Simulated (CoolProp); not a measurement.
Dimethyl carbonate at several states: density (kg/m³) from the reference equation and from simpler models built on Tc = 283.9 °C, pc = 4.909 MPa, ω = 0.346; each cubic takes its own stable root.

Values from CoolProp's reference Helmholtz-energy equation of state, Zhou 2011.

```tsv
T (°C)	p (MPa)	phase	reference
107.75	1.9	liquid	951.4
142.05	13.5	liquid	923.3
275.55	0.557	gas	11.48
191.95	17	liquid	860.1
```

### Question
How far does each simpler model (van der Waals, Redlich-Kwong, Soave-Redlich-Kwong, Peng-Robinson) lie from the reference over these 4 states: mean and median of the absolute difference, and the worst?

### Answer
- van der Waals: mean 28.9 %, median 36.7 %, worst -41.4 % at 107.75 °C and 1.9 MPa
- Redlich-Kwong: mean 10.2 %, median 12.9 %, worst -15.0 % at 107.75 °C and 1.9 MPa
- Soave-Redlich-Kwong: mean 7.5 %, median 9.7 %, worst -10.5 % at 107.75 °C and 1.9 MPa
- Peng-Robinson: mean 1.2 %, median 1.4 %, worst +1.8 % at 142.05 °C and 13.5 MPa
